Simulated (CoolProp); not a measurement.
Vapour-liquid equilibrium of CHF3 (R23) (1) + R22 (2) at 4.47 bar; x and y are mole fractions of (1).

Computed with CoolProp (multi-fluid Helmholtz-energy mixture model, Penoncello 2003 and Kamei 1995; pair parameters Bell 2016).

Give the bubble temperature and the first vapour's composition at x = 0.35, 0.65, 0.875. Is there an azeotrope?

x = 0.35: 240.4 K, y = 0.759; x = 0.65: 229.5 K, y = 0.909; x = 0.875: 224.1 K, y = 0.970. No azeotrope shows between x = 0.05 and 0.95.

Pair parameters are fitted to limited data, so mixtures are less certain than the pure fluids.
